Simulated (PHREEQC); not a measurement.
Make-up at 25 °C: 0.19 mol ZnSO4, 0.032 mol NaCl and 0.27 mol HCl per kg of water. Closed to the air; pH follows from the charge balance.

Equilibrium calculation in PHREEQC: ion-association model, phreeqc.dat.

This is a speciation only: nothing precipitates in the calculation.

Order these Cl species by the share of Cl that they hold, largest first: ZnCl3-, Cl-, ZnCl2, ZnCl+, ZnCl4-2.

Cl- (92 %), ZnCl+ (6.2 %), ZnCl2 (1.2 %), ZnCl3- (0.68 %), ZnCl4-2 (0.25 %)

The pH is 0.91 and the ionic strength 0.640 mol/kgw. Complexes and solids missing from the database can't appear.
